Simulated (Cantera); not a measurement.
Feed: 1 mol SiC, 0.0054 mol H₂O, 32 mol H₂, 0.067 mol N₂O, equilibrated at 0.860 Pa.

Cantera equilibrium calculation (NASA polynomials, part measured and part estimated; ideal gas, pure solids and liquids). Candidate condensed phases: C, C₆H₆, C₇H₈, C₈H₁₈, H₂O, Si, SiC, SiO₂, Si₂N₂O, Si₃N₄; 151 gas species. Rates play no part.

**Question.** What share of the Si ends up in condensed phases as a function of T (K), at 1398, 1448, 1498, 1548, 1598, 1648, 1698, 1748, 1798, 1848, 1898, 1948?

**Answer.** 
| T (K) | Si condensed (%) | as |
|---|---|---|
| 1398 | 96.4 | SiC(s) |
| 1448 | 96.3 | SiC(s) |
| 1498 | 96.1 | SiC(s) |
| 1548 | 95.5 | SiC(s) |
| 1598 | 94.4 | SiC(s) |
| 1648 | 93.2 | SiC(s) |
| 1698 | 92.4 | SiC(s) |
| 1748 | 88.9 | SiC(s) |
| 1798 | 69.4 | SiC(s) |
| 1848 | 18.0 | SiC(s) |
| 1898 | 0.0 | - |
| 1948 | 0.0 | - |
